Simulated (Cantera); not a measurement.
An adiabatic, constant-pressure homogeneous reactor starts with 17.4 % CH4, 17.4 % O2, 65.3 % N2, at 1700 K and 1000000 Pa.

Computed with Cantera and GRI-Mech 3.0 (53 species, 325 reactions).

One state of this run: T (K) = 2714; x CH4 = 6.00e-10; x O2 = 1.58e-5; x C2H2 = 2.08e-12; x N2O = 3.51e-8; x HCN = 1.00e-6; x CH3 = 4.85e-10. x: mole fraction; the columns are a selection and need not sum to one.

**Question.** Which value of t (s) does it belong to?
A) 0.0579
B) 5.00e-6
C) 5.19e-5
D) 0.000167

**Answer.** A, 0.0579
